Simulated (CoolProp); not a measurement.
The fluid at 266.71 K and 0.492 MPa is throttled through a valve to 0.277 MPa with no heat exchange. The same conditions are run with several fluids, on thermodynamics alone (safety and materials aside).

Values from CoolProp's reference Helmholtz-energy equation of state of each fluid (C2F6 (R116): Lemmon 2006; ethylene: Smukala 2000; nitrogen: Span 2000; CH3F (R41): Lemmon 2006; R13: Platzer 1990). The equations of Platzer and Polt are older, rougher fits.

```json
[
 {"fluid": "C2F6 (R116)", "temperature change (K)": "-2.6", "final density (kg/m³)": "18.2"},
 {"fluid": "ethylene", "temperature change (K)": "-3.0", "final density (kg/m³)": "3.63"},
 {"fluid": "nitrogen", "temperature change (K)": "-0.6", "final density (kg/m³)": "3.51"},
 {"fluid": "CH3F (R41)", "temperature change (K)": "-5.5", "final density (kg/m³)": "4.51"},
 {"fluid": "R13", "temperature change (K)": "-3.5", "final density (kg/m³)": "13.8"}
]
```
